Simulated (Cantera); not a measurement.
## Adiabatic ignition

An adiabatic, constant-volume homogeneous reactor starts with CH4 : O2 : N2 : H2O = 1 : 1.11 : 4.18 : 0.59 (molar parts), at 1550 K and 18.8 atm.

Computed with Cantera and GRI-Mech 3.0 (53 species, 325 reactions). The pressure lies above the range GRI-Mech 3.0 was tuned for (to about 10 atm).

```
t (s)     T (K)  P (bar)    x CH4     x O2   x H2O     x N2O    x CH2O    x CO2
--------  -----  -------  -------  -------  ------  --------  --------  -------
6.00e-6    1550     19.0    0.145    0.161  0.0858  3.55e-10   3.01e-5  3.89e-8
1.75e-5    1552     19.0    0.145    0.161  0.0862   1.71e-9  0.000243  7.13e-7
5.13e-5    1570     19.3    0.140    0.158  0.0891   1.19e-8   0.00128  1.13e-5
0.000150   2882     40.1  1.29e-9  6.08e-5   0.204   1.58e-7   2.07e-7   0.0241
0.000438   2881     40.1  1.29e-9  6.04e-5   0.204   1.69e-7   2.07e-7   0.0241
0.00128    2881     40.1  1.29e-9  6.04e-5   0.204   1.69e-7   2.07e-7   0.0241
0.00375    2881     40.1  1.29e-9  6.04e-5   0.204   1.69e-7   2.07e-7   0.0241
0.0110     2881     40.1  1.29e-9  6.04e-5   0.204   1.69e-7   2.07e-7   0.0241
0.0320     2881     40.1  1.29e-9  6.04e-5   0.204   1.69e-7   2.07e-7   0.0241
0.0936     2881     40.1  1.29e-9  6.04e-5   0.204   1.69e-7   2.07e-7   0.0241
0.274      2881     40.1  1.29e-9  6.04e-5   0.204   1.69e-7   2.07e-7   0.0241
0.800      2881     40.1  1.29e-9  6.04e-5   0.204   1.69e-7   2.07e-7   0.0241
```
x: mole fraction; the columns are a selection and need not sum to one.

```
Quantity                                                            Result
---------------------------------  ---------------------------------------
time of steepest temperature rise                                  93.9 µs
temperature at 0.800 s                                              2881 K
equilibrium temperature                                             2881 K
x(CH4) at 0.800 s                  1.29e-9 (gas-phase equilibrium 1.45e-9)
x(O2) at 0.800 s                   6.04e-5 (gas-phase equilibrium 6.04e-5)
x(H2O) at 0.800 s                      0.204 (gas-phase equilibrium 0.204)
```
